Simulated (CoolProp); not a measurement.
Saturated liquid density (kg/m³) of sulfur dioxide: the reference equation beside estimates from Tc = 430.6 K, pc = 7887 kPa, ω = 0.256. Rackett uses Z = 0.29056 − 0.08775 ω.

The numbers come from the reference Helmholtz-energy equation of state, Gao 2016 in CoolProp.

```
T (K)  reference  Rackett  Peng-Robinson
-----  ---------  -------  -------------
206.4        ___     1569           1593
220.5       1571     1538           1568
234.7       1535      ___           1540
248.8       1499     1473           1511
263         1462     1439           1479
277.2       1424      ___           1444
291.3       1386     1366           1406
305.5        ___     1327           1364
319.6       1304     1287           1318
333.8       1259     1243           1267
347.9       1211     1197           1210
362.1       1159     1147           1145
376.2       1100     1091           1072
390.4       1031     1027          984.6
```

Problem. Fill in the missing entries.

Solution. 
- 206.4, reference: 1606
- 234.7, Rackett: 1506
- 277.2, Rackett: 1403
- 305.5, reference: 1346

Absolute difference from the reference over all 14 rows, mean and median: Rackett 1.4 and 1.4 %, Peng-Robinson 1.3 and 1.1 %.
